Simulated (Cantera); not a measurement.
An isothermal, constant-pressure homogeneous reactor starts with CH₄ : H₂ = 1 : 20 (molar parts), at 1250 K and 0.360 Torr. Integrator tolerance rtol = 1e-08.

Computed with Cantera and GRI-Mech 3.0 (53 species, 325 reactions). GRI-Mech 3.0 stops at C3 and has no aromatics, soot or wall deposition, so with more carbon than oxygen in the feed, carbon stays in small species such as C2H2 where larger ones or solid carbon would form. Radical loss at walls, strong at low pressure, is not modelled.

What does this change do: temperature 1250 to 1725 K?


| quantity | before | after |
|---|---|---|
| x(CH₄) at 40.0 s | 0.0476 (gas-phase equilibrium 0.00148) | 0.00249 (gas-phase equilibrium 7.11e-6) |
| x(H₂) at 40.0 s | 0.952 (gas-phase equilibrium 0.976) | 0.972 (gas-phase equilibrium 0.969) |
| x(C₂H) at 40.0 s | <1e-12 (gas-phase equilibrium 1.43e-10) | 4.88e-7 (gas-phase equilibrium 1.23e-6) |
| x(CH₃) at 40.0 s | 1.27e-6 (gas-phase equilibrium 6.47e-7) | 0.000183 (gas-phase equilibrium 1.25e-6) |
| x(H) at 40.0 s | 1.31e-6 (gas-phase equilibrium 2.19e-5) | 0.00353 (gas-phase equilibrium 0.00840) |
| x(C₂H₆) at 40.0 s | 6.04e-9 (gas-phase equilibrium 2.34e-9) | 2.03e-8 (gas-phase equilibrium <1e-12) |
| x(C₂H₂) at 40.0 s | 2.52e-10 (gas-phase equilibrium 0.0220) | 0.0214 (gas-phase equilibrium 0.0226) |
